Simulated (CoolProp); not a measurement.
The numbers come from the reference Helmholtz-energy equation of state, Setzmann 1991 in CoolProp.

Q: For methane, give the phase and the cp (kJ/(kg K)), Joule-Thomson coefficient (K/MPa), conductivity (mW/(m K)) at 198.4 K and 0.882 bar; 198.4 K and 2.14 bar.

A: 
- 198.4 K and 0.882 bar: gas; cp 2.10, Joule-Thomson coefficient 9.42, conductivity 21.6
- 198.4 K and 2.14 bar: gas; cp 2.13, Joule-Thomson coefficient 9.45, conductivity 21.7

Thermal conductivity comes from a separate model (Friend 1989).
